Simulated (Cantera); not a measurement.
Standard-state values (1 bar) from the NASA 1993 polynomials, evaluated with Cantera. Values are per mole of reaction as written; species without (g) are pure solids or liquids, kept so even where they would boil at 1 bar.

N2O(g) + Al2O(g) ⇌ 2 O(g) + 2 AlN, with ΔH° = -74.0 kJ and ΔS° = -109.9 J/K at 300 K.

Problem. How far is the shortcut ΔG° ≈ ΔH°(300 K) − T·ΔS°(300 K) from the full temperature-dependent value at 898, 948, 998, 1048, 1098, 1148, 1198, 1248, 1298 K?

Solution. 
```csv
T (K),shortcut (kJ),full (kJ),difference (kJ),difference in log10 K
898,24.6,17.2,7.4,-0.43
948,30.1,21.6,8.6,-0.47
998,35.6,25.8,9.8,-0.51
1048,41.1,30.1,11.1,-0.55
1098,46.6,34.2,12.4,-0.59
1148,52.1,38.3,13.8,-0.63
1198,57.6,42.4,15.2,-0.66
1248,63.1,46.4,16.7,-0.70
1298,68.6,50.4,18.2,-0.73
```
The shortcut ignores the heat-capacity change of the reaction.
